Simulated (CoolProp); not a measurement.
A simple Rankine cycle with R236EA: condensing at 320.15 K, boiler at 1.38 MPa, turbine inlet 382.1 K, turbine efficiency 0.75, pump efficiency 0.7, no recuperator. Each further row changes one setting.

Model: reference Helmholtz-energy equation of state, Rui 2013, in CoolProp.

```csv
case,thermal efficiency (%),net work (kJ/kg),heat in (kJ/kg),turbine exit temperature (K),volume ratio over the turbine
as stated,7.5,14.3,190,353.5,3.62
turbine inlet 402.1 K,7.4,15.8,213,375.1,3.50
condensing temperature 312.15 K,8.7,17.4,200,348.9,4.63
boiler pressure 0.966 MPa,5.5,10.8,197,363.8,2.40
turbine efficiency 0.65,6.5,12.3,190,355.6,3.65
```
